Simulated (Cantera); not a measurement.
Input: 1 mol (CH3)2SiCl2, 38 mol H2, held at 10.0 mbar.

Method: chemical equilibrium by Gibbs-energy minimisation in Cantera with the NASA 1993 tables (ideal gas, pure condensed phases). Candidate condensed phases: C, C6H6, C7H8, C8H18, Si, SiC; 109 gas species. The feed counts by its element totals alone. The numbers say what is thermodynamically allowed, not how fast it happens.

Over these rows the condensed part is C(graphite) + SiC(s). Partial pressures as log10 of bar:

```csv
T (K),1000/T (1/K),log p SiCl2,log p H2,log p HCl
1000,1.0000,-7.81,-2.02,-3.33
1200,0.8333,?,-2.02,-3.32
1400,0.7143,-6.47,-2.02,-3.32
1600,0.6250,-6.07,-2.02,-3.32
1800,0.5556,-5.76,-2.02,-3.33
2000,0.5000,-5.53,-2.03,-3.34
```

Fit log p(SiCl2) = a + b·(1000/T) to the five rows, give the apparent enthalpy, and predict the row at 1200 K.

Means: 1000/T = 0.6790, log p = -6.328. Sxy = -0.707600, Sxx = 0.1544716, so b = -4.58 and a = -6.328 − (-4.58)×0.6790 = -3.22.
Apparent enthalpy: −19.145 × (-4.58) = 88 kJ/mol. With the condensed phases at unit activity, SiC(s) + 2 HCl(g) = SiCl2(g) + C(graphite) + H2(g) links this pressure to the main gases: over the six rows their terms move log p by -0.01 in all, so the slope is close to that reaction's ΔH°. The five rows lie within 0.02 of the line.
Prediction at 1200 K: -3.22 + (-4.58)×0.8333 = -7.04. The computed value is -7.02, 0.02 from the line.
